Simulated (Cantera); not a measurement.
Equilibrium for carbothermic reduction: CuO + CH4 + H2 + C

Input: 1 mol CuO, a varied amount of CH4, 0.15 mol H2, 0.43 mol C, equilibrated at 2598.15 K and 0.00410 bar.

Method: chemical equilibrium by Gibbs-energy minimisation in Cantera with the NASA 1993 tables (ideal gas, pure condensed phases). Candidate condensed phases: C, C6H6, C7H8, C8H18, Cu, CuO, Cu(OH)2, Cu2O, H2O; 113 gas species. Kinetics and transport are ignored.

```json
[
 {"n(CH4) (mol)": "0.35", "x H2": "0.133", "x H": "0.217", "x Cu": "0.331", "x CO": "0.248", "x H2O": "0.0339", "x O": "0.0135", "x OH": "0.0128", "n C(graphite)": "0"},
 {"n(CH4) (mol)": "0.45", "x H2": "0.168", "x H": "0.244", "x Cu": "0.296", "x CO": "0.257", "x H2O": "0.0186", "x O": "0.00585", "x OH": "0.00623", "n C(graphite)": "0"},
 {"n(CH4) (mol)": "0.59", "x H2": "0.208", "x H": "0.271", "x Cu": "0.259", "x CO": "0.259", "x H2O": "5.60e-9", "x O": "1.43e-9", "x OH": "1.69e-9", "n C(graphite)": "0"},
 {"n(CH4) (mol)": "0.76", "x H2": "0.239", "x H": "0.291", "x Cu": "0.233", "x CO": "0.233", "x H2O": "4.39e-9", "x O": "9.71e-10", "x OH": "1.23e-9", "n C(graphite)": "0.145"},
 {"n(CH4) (mol)": "0.99", "x H2": "0.274", "x H": "0.312", "x Cu": "0.204", "x CO": "0.204", "x H2O": "4.42e-9", "x O": "8.53e-10", "x OH": "1.16e-9", "n C(graphite)": "0.363"},
 {"n(CH4) (mol)": "1.3", "x H2": "0.311", "x H": "0.332", "x Cu": "0.175", "x CO": "0.175", "x H2O": "4.31e-9", "x O": "7.32e-10", "x OH": "1.06e-9", "n C(graphite)": "0.656"},
 {"n(CH4) (mol)": "1.7", "x H2": "0.346", "x H": "0.350", "x Cu": "0.148", "x CO": "0.148", "x H2O": "4.06e-9", "x O": "6.20e-10", "x OH": "9.47e-10", "n C(graphite)": "1.03"},
 {"n(CH4) (mol)": "2.2", "x H2": "0.378", "x H": "0.366", "x Cu": "0.125", "x CO": "0.125", "x H2O": "3.71e-9", "x O": "5.20e-10", "x OH": "8.30e-10", "n C(graphite)": "1.51"},
 {"n(CH4) (mol)": "2.8", "x H2": "0.405", "x H": "0.378", "x Cu": "0.104", "x CO": "0.104", "x H2O": "3.34e-9", "x O": "4.36e-10", "x OH": "7.21e-10", "n C(graphite)": "2.08"}
]
```
x: gas mole fraction; n: condensed amount in mol.

From 0.35 mol CH4 to 0.59 mol CH4 nothing is condensed. From 0.76 mol CH4 to 2.8 mol CH4 the condensed part is C(graphite). The main Cu-bearing gas is Cu throughout.
